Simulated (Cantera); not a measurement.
# Equilibrium for hydrogen reduction and annealing atmospheres: Nb2O5 + H2

Charge: 1 mol Nb2O5, 0.58 mol H2, equilibrated at 77.0 Pa.

Method: chemical equilibrium by Gibbs-energy minimisation in Cantera with the NASA 1993 tables (ideal gas, pure condensed phases). Candidate condensed phases: H2O, Nb, NbO, NbO2, Nb2O5; 12 gas species. Mutual solubility and eutectic melting of coexisting phases are not modelled. Condensed phases not in the tables: the oxides between NbO2 and Nb2O5. Equilibrium is a limit: real reactors are often held back by kinetics, nucleation or transport.

| T (K) | x H2 | x H2O | x H | x OH | x NbO2 | n NbO2(s) | n Nb2O5(s) |
|---|---|---|---|---|---|---|---|
| 1225 | 0.976 | 0.0243 | 1.11e-5 | 2.52e-9 | 3.04e-12 | 0.0282 | 0.986 |
| 1275 | 0.968 | 0.0321 | 2.61e-5 | 1.01e-8 | 2.71e-11 | 0.0372 | 0.981 |
| 1325 | 0.959 | 0.0414 | 5.77e-5 | 3.63e-8 | 2.04e-10 | 0.0480 | 0.976 |
| 1375 | 0.948 | 0.0522 | 0.000120 | 1.19e-7 | 1.32e-9 | 0.0606 | 0.970 |
| 1425 | 0.935 | 0.0646 | 0.000238 | 3.59e-7 | 7.44e-9 | 0.0750 | 0.963 |
| 1475 | 0.921 | 0.0786 | 0.000449 | 1.00e-6 | 3.72e-8 | 0.0912 | 0.954 |
| 1525 | 0.905 | 0.0942 | 0.000811 | 2.62e-6 | 1.67e-7 | 0.109 | 0.945 |
| 1575 | 0.887 | 0.111 | 0.00141 | 6.42e-6 | 6.79e-7 | 0.129 | 0.936 |
| 1625 | 0.868 | 0.129 | 0.00237 | 1.49e-5 | 2.52e-6 | 0.150 | 0.925 |
| 1675 | 0.848 | 0.149 | 0.00385 | 3.26e-5 | 8.65e-6 | 0.173 | 0.914 |
| 1725 | 0.825 | 0.169 | 0.00608 | 6.84e-5 | 2.75e-5 | 0.196 | 0.902 |
| 1775 | 0.801 | 0.189 | 0.00934 | 0.000137 | 8.18e-5 | 0.221 | 0.890 |
x: gas mole fraction; n: condensed amount in mol.

From 1225 K to 1775 K the condensed part is NbO2(s) + Nb2O5(s).
